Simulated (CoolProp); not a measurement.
Properties of ethane at several states (Tc = 305.3 K, pc = 4.872 MPa, ω = 0.099).

The numbers come from the reference Helmholtz-energy equation of state, Bücker 2006 in CoolProp.

```
T (K)  p (MPa)          phase  density (kg/m³)  cp (kJ/(kg K))  isothermal compressibility (1/MPa)  viscosity (µPa s)
-----  -------  -------------  ---------------  --------------  ----------------------------------  -----------------
494.3       25  supercritical            204.7           3.268                             0.03246               27.4
327.6     2.32            gas            29.82           2.177                              0.5093               10.9
163.8     0.12         liquid            569.1           2.368                            0.001335                219
537.4     7.51  supercritical            53.62           2.931                              0.1393               17.6
```

Viscosity comes from a separate model (Friend 1991).
